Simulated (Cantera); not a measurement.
An adiabatic, constant-volume homogeneous reactor starts with H2 : O2 : N2 : H2O = 1 : 0.333 : 1.25 : 0.11 (molar parts), equivalence ratio 1.5, at 1525 K and 1.01 bar. Integrator tolerance rtol = 1e-08.

Model: GRI-Mech 3.0 (53 species, 325 reactions), integrated in Cantera.

Problem. What does this change do: H2 1 to 2.8 parts?

Solution. 
```csv
quantity,before,after
time of steepest temperature rise,12.7 µs,17.1 µs
temperature at 0.100 s,2959 K,2631 K
equilibrium temperature,2959 K,2631 K
x(H2) at 0.100 s,0.143 (gas-phase equilibrium 0.143),0.495 (gas-phase equilibrium 0.495)
x(O2) at 0.100 s,0.00317 (gas-phase equilibrium 0.00317),9.84e-6 (gas-phase equilibrium 9.84e-6)
x(H2O) at 0.100 s,0.276 (gas-phase equilibrium 0.276),0.182 (gas-phase equilibrium 0.182)
x(NO) at 0.100 s,0.00448 (gas-phase equilibrium 0.00448),0.000121 (gas-phase equilibrium 0.000121)
x(N2O) at 0.100 s,2.72e-7 (gas-phase equilibrium 2.72e-7),5.27e-9 (gas-phase equilibrium 5.27e-9)
x(H2O2) at 0.100 s,3.39e-7 (gas-phase equilibrium 3.39e-7),6.73e-9 (gas-phase equilibrium 6.73e-9)
```

Problem. What does this change do: initial temperature 1525 to 1500 K?

Solution. 
```tsv
quantity	before	after
time of steepest temperature rise	12.7 µs	13.8 µs
temperature at 0.100 s	2959 K	2954 K
equilibrium temperature	2959 K	2954 K
x(H2) at 0.100 s	0.143 (gas-phase equilibrium 0.143)	0.143 (gas-phase equilibrium 0.143)
x(O2) at 0.100 s	0.00317 (gas-phase equilibrium 0.00317)	0.00306 (gas-phase equilibrium 0.00306)
x(H2O) at 0.100 s	0.276 (gas-phase equilibrium 0.276)	0.277 (gas-phase equilibrium 0.277)
x(NO) at 0.100 s	0.00448 (gas-phase equilibrium 0.00448)	0.00437 (gas-phase equilibrium 0.00437)
x(N2O) at 0.100 s	2.72e-7 (gas-phase equilibrium 2.72e-7)	2.67e-7 (gas-phase equilibrium 2.67e-7)
x(H2O2) at 0.100 s	3.39e-7 (gas-phase equilibrium 3.39e-7)	3.34e-7 (gas-phase equilibrium 3.34e-7)
```
